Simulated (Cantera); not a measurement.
Thermodynamics of silicon nitride deposition, feed SiH₄ + N₂ + H₂

Charge: 1 mol SiH₄, a varied amount of N₂, 23 mol H₂, at 7000 Pa.

Equilibrium computed with Cantera from the NASA thermochemical tables; the gas is ideal and each condensed phase is pure. Candidate condensed phases: Si, Si₃N₄; 18 gas species. N₂ is the only nitrogen source here; it is nearly inert below about 1500 K, so the nitride shown seldom forms there in practice. Mutual solubility and eutectic melting of coexisting phases are not modelled. Rates play no part.

### Question
Map the stable condensed phases over T = 1325, 1375, 1425, 1475, 1525, 1575, 1625, 1675, 1725, 1775, 1825, 1875, 1925, 1975 K and n(N₂) in mol = 2.4, 5, 7.7, 10, 13, 16, 18, 21, 24, 26, 29, 32, 34.

### Answer
```
T in K \ n(N₂) in mol
         2.4   5 7.7  10  13  16  18  21  24  26  29  32  34
   1975    A   A   A   A   A   A   A   A   A   A   A   A   A
   1925    A   A   A   A   A   A   A   A   A   A   A   A   A
   1875    A   A   A   A   A   A   B   B   B   B   B   B   B
   1825    A   A   B   B   B   B   B   B   B   B   B   B   B
   1775    C   B   B   B   B   B   B   B   B   B   B   B   B
   1725    B   B   B   B   B   B   B   B   B   B   B   B   B
   1675    B   B   B   B   B   B   B   B   B   B   B   B   B
   1625    B   B   B   B   B   B   B   B   B   B   B   B   B
   1575    B   B   B   B   B   B   B   B   B   B   B   B   B
   1525    B   B   B   B   B   B   B   B   B   B   B   B   B
   1475    B   B   B   B   B   B   B   B   B   B   B   B   B
   1425    B   B   B   B   B   B   B   B   B   B   B   B   B
   1375    B   B   B   B   B   B   B   B   B   B   B   B   B
   1325    B   B   B   B   B   B   B   B   B   B   B   B   B
```
A: Si; B: Si₃N₄; C: Si + Si₃N₄.
